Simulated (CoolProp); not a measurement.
Vapour-liquid equilibrium of propane (1) + R245fa (2) at 258.4 K; x and y are mole fractions of (1).

Model: multi-fluid Helmholtz-energy mixture model, Lemmon 2009 and Akasaka 2015; pair parameters Bell 2016, in CoolProp.

Give the bubble pressure and the first vapour's composition at x = 0.125, 0.425, 0.8. Is there an azeotrope?

x = 0.125: 0.1772 MPa, y = 0.860; x = 0.425: 0.2627 MPa, y = 0.913; x = 0.8: 0.2735 MPa, y = 0.926. No azeotrope shows between x = 0.05 and 0.95.

The pair parameters rest on a limited set of measurements; away from them the model extrapolates. With so large a gap from Raoult's law the liquid may split in two, which this calculation doesn't test in full.
